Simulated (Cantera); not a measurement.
Input (Python, Cantera) and output of one run.

```python
import numpy as np
import cantera as ct

gas_names = """
    CL CLO CL2 H HCL HOCL HO2 H2 H2O H2O2 Mg MgCL MgCL2 MgH MgO MgOH MgO2H2 Mg2 O OH O2 O3
""".split()
cond_names = """
    H2O(s) H2O(L) Mg(cr) Mg(L) MgCL2(s) MgCL2(L) MgO(s) MgO(L) MgO2H2(s)
""".split()


# ... load() reads the species with a 1 bar reference pressure and builds the phases ...
atoms = {
    'MgO': {'Mg': 1, 'O': 1},
    'HCl': {'H': 1, 'CL': 1},
    'H2': {'H': 2},
}
top_T = {}  # K; cautious upper limits of use, not melting points


# ... equilibrate(T, P, feed) seeds the gas with the atoms and calls Mixture.equilibrate('TP', solver="vcs", rtol=1e-11, max_steps=5000) ...
results = []
feed = {'MgO': 1, 'HCl': 67, 'H2': 3.2}  # mol
T = 925  # K
P = 1333.22  # Pa
mix = equilibrate(T, P, feed)
results.append((T, P, feed, dict(zip(mix.species_names, mix.species_moles))))
print(gas.report(threshold=1e-05))
for i in range(1, mix.n_phases):
    print(f"{mix.phase(i).name:16s} {mix.phase_moles(i):12.5e} mol")
```

Result:

```
       temperature   925 K
          pressure   1333.2 Pa
           density   0.0060545 kg/m^3
  mean mol. weight   34.926 kg/kmol
   phase of matter   gas

                          1 kg             1 kmol
                     ---------------   ---------------
          enthalpy        -2.011e+06       -7.0235e+07  J
   internal energy       -2.2312e+06       -7.7926e+07  J
           entropy            7323.2        2.5577e+05  J/K
    Gibbs function       -8.7849e+06       -3.0683e+08  J
 heat capacity c_p            893.94             31222  J/K
 heat capacity c_v            655.88             22908  J/K

                      mass frac. Y      mole frac. X     chem. pot. / RT
                     ---------------   ---------------   ---------------
               HCL           0.99183           0.95016           -40.455
                H2         0.0026342          0.045637            -24.72
               H2O         0.0013798          0.002675            -66.31
             MgCL2         0.0041552         0.0015244             -98.4
     [  +18 minor]        1.0012e-08        1.0239e-08

Mg(L)             0.00000e+00 mol
MgCL2(s)          8.06842e-02 mol
MgO(s)            8.12429e-01 mol
MgO2H2(s)         0.00000e+00 mol
```

Method: chemical equilibrium by Gibbs-energy minimisation in Cantera with the NASA 1993 tables (ideal gas, pure condensed phases). Condensed phases not in the tables: MgOHCl.
